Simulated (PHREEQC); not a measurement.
2.3 g of hydrous ferric oxide (600 m²/g; 0.2 weak and 0.005 strong sites per Fe, Dzombak-Morel constants, diffuse double layer) in 1 kg of water with 0.05 mol/kgw of an inert sodium salt and 0.00011 mol Na2SeO4, at 25 °C; the pH is set by adding NaOH or the inert anion's acid. Oxygen alone is held at its pressure in air (log pO2 = -0.68). The system is closed to CO2. No solid was allowed to form.

Base run: PHREEQC, ion-association model, wateq4f.dat. Each further column changes one thing. The table gives Se sorbed (%).

```tsv
pH	base	background salt from 0.05 to 0.005 mol/kgw	oxide from 2.3 to 12 g/kgw
4	99.9	100.0	100.0
5.12	99.6	100.0	99.9
5.88	96.8	[?]	[?]
7	44.6	[?]	[?]
8.12	1.1	[?]	[?]
8.88	0.1	0.1	0.3
10	0.0	0.0	0.0
```

Complete the blanks.


- 5.88, background salt from 0.05 to 0.005 mol/kgw: 99.4
- 5.88, oxide from 2.3 to 12 g/kgw: 99.5
- 7, background salt from 0.05 to 0.005 mol/kgw: 65.9
- 7, oxide from 2.3 to 12 g/kgw: 81.9
- 8.12, background salt from 0.05 to 0.005 mol/kgw: 1.8
- 8.12, oxide from 2.3 to 12 g/kgw: 5.7
